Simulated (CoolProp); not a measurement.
R124 along the isobar 4640 kPa: Z from the reference equation and from simpler models built on Tc = 122.3 °C, pc = 3624 kPa, ω = 0.288; each cubic takes its own stable root.

Computed with CoolProp (reference Helmholtz-energy equation of state, de Vries 1995).

| T (°C) | phase | reference | van der Waals | Soave-Redlich-Kwong | Peng-Robinson |
|---|---|---|---|---|---|
| -49.35 | liquid | 0.2141 | 0.3507 | 0.2335 | 0.2074 |
| -28.85 | liquid | 0.2032 | 0.3308 | 0.2208 | 0.1959 |
| -8.35 | liquid | 0.1947 | 0.3151 | 0.2114 | 0.1873 |
| 12.15 | liquid | 0.1884 | 0.3032 | 0.2049 | 0.1814 |
| 32.75 | liquid | 0.1842 | [?] | 0.2013 | [?] |
| 53.25 | liquid | 0.1823 | 0.2895 | 0.2011 | 0.1779 |
| 73.75 | liquid | 0.1831 | 0.2883 | 0.2051 | 0.1817 |
| 94.25 | liquid | 0.1882 | 0.2926 | 0.2162 | 0.1922 |
| 114.75 | liquid | 0.2035 | 0.3066 | 0.2436 | 0.2185 |
| 135.25 | supercritical | 0.3007 | 0.3476 | 0.3601 | 0.3356 |
| 155.85 | supercritical | [?] | 0.5021 | 0.5868 | [?] |
| 176.35 | supercritical | 0.6709 | 0.6193 | 0.6906 | [?] |
| 196.85 | supercritical | 0.7387 | 0.6874 | 0.7576 | 0.7269 |

### Question
What belongs in the gaps?

### Answer

- 32.75, van der Waals: 0.2946
- 32.75, Peng-Robinson: 0.1781
- 155.85, reference: 0.5636
- 155.85, Peng-Robinson: 0.5560
- 176.35, Peng-Robinson: 0.6593
